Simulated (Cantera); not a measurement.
A Cantera script and what it prints.

```python
import numpy as np
import cantera as ct

gas_names = """
    H H2 N NH NH2 NH3 N2 N2H2 N2H4 Si SiH SiH2 SiH3 SiH4 SiN Si2 Si2N Si3
""".split()
cond_names = """
    Si(cr) Si(L) Si3N4(a)
""".split()


# ... load() reads the species with a 1 bar reference pressure and builds the phases ...
atoms = {
    'SiH4': {'Si': 1, 'H': 4},
    'N2': {'N': 2},
}
top_T = {'Si3N4(a)': 2400}  # K; cautious upper limits of use, not melting points


# ... equilibrate(T, P, feed) seeds the gas with the atoms and calls Mixture.equilibrate('TP', solver="vcs", rtol=1e-11, max_steps=5000) ...
results = []
feed = {'SiH4': 1, 'N2': 2.2}  # mol
P = 22  # Pa
for T in [1600, 1650, 1700, 1750, 1800, 1850, 1900, 1950, 2000, 2050, 2100]:
    mix = equilibrate(T, P, feed)
    results.append((T, P, feed, dict(zip(mix.species_names, mix.species_moles))))

top = {s: max(r[3][s] / sum(r[3][g] for g in gas_names) for r in results) for s in gas_names}
cols = sorted((s for s in top if top[s] > 0.001), key=lambda s: -top[s])[:6]
seen = [c for c in cond_names if any(r[3].get(c, 0) > 1e-12 for r in results)]
print("log10 of partial pressures in bar; condensed amounts in mol")
print(f"{'T/K':>10s}" + "".join(f"{s[:9]:>10s}" for s in cols + seen))
for T, P, feed, n in results:
    ng = sum(n[g] for g in gas_names)
    print(f"{T:10.4g}" + "".join(f"{np.log10(max(n[s] / ng * P / 1e5, 1e-99)):10.3f}" for s in cols)
          + "".join(f"{n.get(c, 0):10.4g}" for c in seen))
```

It prints:

```
log10 of partial pressures in bar; condensed amounts in mol
       T/K        N2        H2        Si         H       Si2       SiH    Si(cr)     Si(L)
      1600    -3.939    -3.982    -7.011    -6.256    -9.614    -8.664     0.998         0
      1650    -3.940    -3.983    -6.572    -6.033    -9.044    -8.302    0.9945         0
      1700    -3.941    -3.986    -6.168    -5.825    -8.527    -7.972         0    0.9862
      1750    -3.944    -3.990    -5.824    -5.629    -8.110    -7.697         0    0.9694
      1800    -3.949    -3.998    -5.498    -5.445    -7.717    -7.440         0    0.9349
      1850    -3.957    -4.010    -5.191    -5.274    -7.346    -7.199         0    0.8656
      1900    -3.973    -4.032    -4.899    -5.116    -6.994    -6.977         0    0.7282
      1950    -4.001    -4.069    -4.623    -4.975    -6.661    -6.774         0    0.4525
      2000    -4.044    -4.125    -4.402    -4.851    -6.428    -6.633         0         0
      2050    -4.050    -4.146    -4.402    -4.717    -6.626    -6.693         0         0
      2100    -4.057    -4.174    -4.406    -4.593    -6.822    -6.758         0         0
```

Cantera equilibrium calculation (NASA polynomials, part measured and part estimated; ideal gas, pure solids and liquids). The tables' values for SiN are old estimates; treat these amounts as uncertain. Gases not in the tables: Si2H6 and higher silanes.
